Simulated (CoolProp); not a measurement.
A Linde-Hampson liquefier for carbon monoxide: isothermal reversible compression at 250 K from 1 atm to 20 MPa, throttling to 1 atm, return gas leaving the recuperator 10 K below the feed. Each further row changes one setting.

The numbers come from the reference Helmholtz-energy equation of state, Lemmon 2006 in CoolProp. It is a short technical equation, of lower accuracy than the large ones.

```csv
case,liquid yield per pass,compression work (kJ/kg of gas)
as stated,0.120,384
high pressure 40 MPa,(withheld),(withheld)
warm-end temperature 280 K,0.081,436
warm-end gap 15 K,(withheld),384
```

Fill in the missing entries.


- high pressure 40 MPa, liquid yield per pass: 0.149
- high pressure 40 MPa, compression work (kJ/kg of gas): 440
- warm-end gap 15 K, liquid yield per pass: 0.108
